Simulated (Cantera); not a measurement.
What does this Cantera script print?

```python
import numpy as np
import cantera as ct

gas = ct.Solution("gri30.yaml")
gas.TPX = 1800, 101325, {'CO': 1, 'H2': 0.86, 'CH4': 1.4, 'O2': 12, 'N2': 45.2, 'C2H6': 0.12}
reactor = ct.IdealGasConstPressureReactor(gas, energy="on", clone=False)
net = ct.ReactorNet([reactor])
net.rtol, net.atol = 1e-08, 1e-16
show = ['CO', 'H2', 'CH4', 'OH', 'CH2O']
times = np.geomspace(8e-06, 2, 16)

steps = ct.SolutionArray(gas, extra=["t"])
rows = []
print(f"{'t/s':>10s}{'T/K':>9s}{'P/Pa':>11s}" + "".join(f"{s:>11s}" for s in show))
for t in times:
    while net.time < t:
        t_next = net.step()
        steps.append(gas.state, t=t_next)
    rows.append([np.interp(t, steps.t, y) for y in (steps.T, steps.P, *steps(*show).X.T)])
    print(f"{t:10.3e}{rows[-1][0]:9.1f}{rows[-1][1]:11.4g}" + "".join(f"{x:11.3e}" for x in rows[-1][2:]))
rate = np.gradient(steps.T, steps.t)
print("integrator steps:", len(steps.t))
if steps.T.max() > steps.T[0] + 200:
    print(f"time of steepest temperature rise: {steps.t[rate.argmax()]:.4e} s")
gas.TPX = 1800, 101325, {'CO': 1, 'H2': 0.86, 'CH4': 1.4, 'O2': 12, 'N2': 45.2, 'C2H6': 0.12}
gas.equilibrate("HP")
print(f"equilibrium (HP): T = {gas.T:.1f} K  " + "  ".join(f"{s} {gas[s].X[0]:.3e}" for s in show))
```

Result:

```
       t/s      T/K       P/Pa         CO         H2        CH4         OH       CH2O
 8.000e-06   1796.9  1.013e+05  1.654e-02  1.406e-02  2.255e-02  1.176e-04  1.406e-04
 1.832e-05   1873.8  1.013e+05  2.176e-02  1.503e-02  1.355e-02  1.451e-03  1.545e-03
 4.196e-05   2144.8  1.013e+05  2.136e-02  3.384e-03  2.065e-15  1.339e-02  1.438e-11
 9.609e-05   2243.9  1.013e+05  1.127e-02  3.160e-03  6.064e-19  1.416e-02  7.055e-12
 2.201e-04   2356.0  1.013e+05  7.959e-03  2.075e-03  2.475e-19  1.269e-02  3.785e-12
 5.040e-04   2442.4  1.013e+05  4.832e-03  1.191e-03  1.386e-19  1.034e-02  1.795e-12
 1.154e-03   2470.5  1.013e+05  3.633e-03  8.989e-04  1.117e-19  9.188e-03  1.304e-12
 2.643e-03   2469.9  1.013e+05  3.550e-03  8.803e-04  1.085e-19  9.070e-03  1.267e-12
 6.053e-03   2466.1  1.013e+05  3.497e-03  8.686e-04  1.043e-19  8.945e-03  1.231e-12
 1.386e-02   2459.5  1.013e+05  3.406e-03  8.488e-04  9.739e-20  8.732e-03  1.173e-12
 3.175e-02   2452.2  1.013e+05  3.307e-03  8.271e-04  9.006e-20  8.499e-03  1.110e-12
 7.271e-02   2448.9  1.013e+05  3.263e-03  8.174e-04  8.687e-20  8.395e-03  1.082e-12
 1.665e-01   2448.6  1.013e+05  3.259e-03  8.166e-04  8.661e-20  8.386e-03  1.080e-12
 3.813e-01   2448.6  1.013e+05  3.259e-03  8.166e-04  8.661e-20  8.386e-03  1.080e-12
 8.733e-01   2448.6  1.013e+05  3.259e-03  8.166e-04  8.661e-20  8.386e-03  1.080e-12
 2.000e+00   2448.6  1.013e+05  3.259e-03  8.166e-04  8.661e-20  8.386e-03  1.080e-12
integrator steps: 1533
time of steepest temperature rise: 2.2353e-05 s
equilibrium (HP): T = 2448.6 K  CO 3.259e-03  H2 8.166e-04  CH4 1.318e-19  OH 8.386e-03  CH2O 1.080e-12
```

Detailed kinetics in Cantera: GRI-Mech 3.0 (53 species, 325 reactions).
